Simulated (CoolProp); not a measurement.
Vapour-liquid equilibrium of ethylene (1) + carbon dioxide (2) at 230.4 K; x and y are mole fractions of (1).

Values from CoolProp's multi-fluid Helmholtz-energy mixture model, Smukala 2000 and Span 1996; pair parameters Bell 2016.

### Question
Give the bubble pressure and the first vapour's composition at x = 0.2, 0.425, 0.8. Is there an azeotrope?

### Answer
x = 0.2: 11.53 bar, y = 0.326; x = 0.425: 12.85 bar, y = 0.513; x = 0.8: 13.61 bar, y = 0.800. y crosses x between x = 0.725 and 0.8: the model has an azeotrope there.

The pair parameters rest on a limited set of measurements; away from them the model extrapolates.
